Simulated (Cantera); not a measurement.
Cantera run, input and output.

```python
import numpy as np
import cantera as ct

gas = ct.Solution("gri30.yaml", transport_model="mixture-averaged")
show = ['O', 'H2O', 'CO2']

rows = []
print(f"{'T/K':>7s}{'rho':>11s}{'cp':>10s}{'mu':>11s}{'lambda':>11s}{'Pr':>7s}" + "".join(f"{'D_' + s:>11s}" for s in show))
for T in [400, 550, 700, 850, 1000, 1150, 1300, 1450]:
    gas.TPX = T, 500000, {'NH3': 0.85}
    Pr = gas.cp_mass * gas.viscosity / gas.thermal_conductivity
    D = [gas.mix_diff_coeffs_mole[gas.species_index(s)] for s in show]
    rows.append([gas.density, gas.cp_mass, gas.viscosity, gas.thermal_conductivity, Pr, *D])
    print(f"{T:7g}{gas.density:11.4e}{gas.cp_mass:10.1f}{gas.viscosity:11.4e}"
          f"{gas.thermal_conductivity:11.4e}{Pr:7.3f}" + "".join(f"{d:11.4e}" for d in D))
print("SI units: kg/m3, J/kg/K, Pa s, W/m/K, m2/s")
```

Result:

```
    T/K        rho        cp         mu     lambda     Pr        D_O      D_H2O      D_CO2
    400 2.5604e+00    2269.4 1.3919e-05 4.4299e-02  0.713 1.2224e-05 7.1075e-06 5.6847e-06
    550 1.8621e+00    2565.0 1.9185e-05 6.8606e-02  0.717 2.1742e-05 1.3664e-05 1.0534e-05
    700 1.4631e+00    2844.4 2.4262e-05 9.5771e-02  0.721 3.3245e-05 2.2204e-05 1.6562e-05
    850 1.2049e+00    3086.6 2.9080e-05 1.2455e-01  0.721 4.6535e-05 3.2560e-05 2.3632e-05
   1000 1.0242e+00    3319.2 3.3637e-05 1.5410e-01  0.725 6.1472e-05 4.4594e-05 3.1648e-05
   1150 8.9059e-01    3518.2 3.7947e-05 1.8387e-01  0.726 7.7951e-05 5.8188e-05 4.0536e-05
   1300 7.8783e-01    3695.1 4.2034e-05 2.1349e-01  0.728 9.5891e-05 7.3244e-05 5.0240e-05
   1450 7.0633e-01    3851.7 4.5922e-05 2.4272e-01  0.729 1.1522e-04 8.9678e-05 6.0716e-05
SI units: kg/m3, J/kg/K, Pa s, W/m/K, m2/s
```

Model: GRI-Mech 3.0 (53 species, 325 reactions), integrated in Cantera. Polar gases are described roughly by these parameters. The composition is frozen, though it would react at the higher temperatures.
